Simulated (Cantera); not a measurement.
**Ignition delay**

Mixture: 10.4 % CH₄, 2.29 % H₂, 18.4 % O₂, 68.9 % N₂, equivalence ratio 1.2, at 5630 Torr, adiabatic and at constant pressure. Ignition delay is the time to a rise of 400 K.

Computed with Cantera and GRI-Mech 3.0 (53 species, 325 reactions).

```
T0 (K)  delay (ms)
------  ----------
1198          1.13
1298         0.508
1398         0.233
1498         0.108
1598        0.0519
1698        0.0263
1798        0.0141
```

```json
{
 "apparent activation energy between 1598 and 1798 K": "160 kJ/mol"
}
```
